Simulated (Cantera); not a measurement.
Thermodynamics of calcination and drying, feed Ca(OH)₂ + H₂ + CO₂

Input: 1 mol Ca(OH)₂, 0.15 mol H₂, 0.23 mol CO₂, at 0.133 bar.

These are equilibrium values from Cantera (NASA tables, ideal gas, pure condensed phases), not measurements of a reactor. Candidate condensed phases: C, C₆H₆, C₇H₈, C₈H₁₈, Ca, CaCO₃, CaO, Ca(OH)₂, H₂O; 115 gas species. The numbers say what is thermodynamically allowed, not how fast it happens.

| T (°C) | x H₂O | x CO₂ | x H₂ | x CO | n CaO(s) |
|---|---|---|---|---|---|
| 1250 | 0.759 | 0.132 | 0.0741 | 0.0346 | 1.000 |
| 1350 | 0.762 | 0.129 | 0.0712 | 0.0374 | 1.000 |
| 1450 | 0.764 | 0.127 | 0.0687 | 0.0400 | 1.000 |
| 1550 | 0.766 | 0.124 | 0.0665 | 0.0422 | 1.000 |
| 1650 | 0.768 | 0.122 | 0.0645 | 0.0442 | 1.000 |
| 1750 | 0.767 | 0.120 | 0.0629 | 0.0461 | 1.000 |
| 1850 | 0.765 | 0.118 | 0.0621 | 0.0481 | 1.000 |
| 1950 | 0.757 | 0.114 | 0.0627 | 0.0508 | 0.999 |
x: gas mole fraction; n: condensed amount in mol.

From 1250 °C to 1950 °C the condensed part is CaO(s). The main Ca-bearing gas is Ca(OH)₂ throughout.
